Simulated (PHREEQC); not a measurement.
A solution holds 0.038 mol/kgw HCl and 0.091 mol/kgw MnSO4, at 20 °C and 50 atm. Closed to the air; pH follows from the charge balance.

Model: ion-association model, phreeqc.dat, run in PHREEQC.

Task: The ionic strength comes out as 0.237 mol/kgw. What activity coefficients do Cl-, SO4-2, H+, Mn+2, HSO4- get?

Result: Cl- 0.71, SO4-2 0.28, H+ 0.79, Mn+2 0.31, HSO4- 0.74.

No solid was allowed to form. Under pressure, the constants of complexes without a molar volume in the database are unreliable.
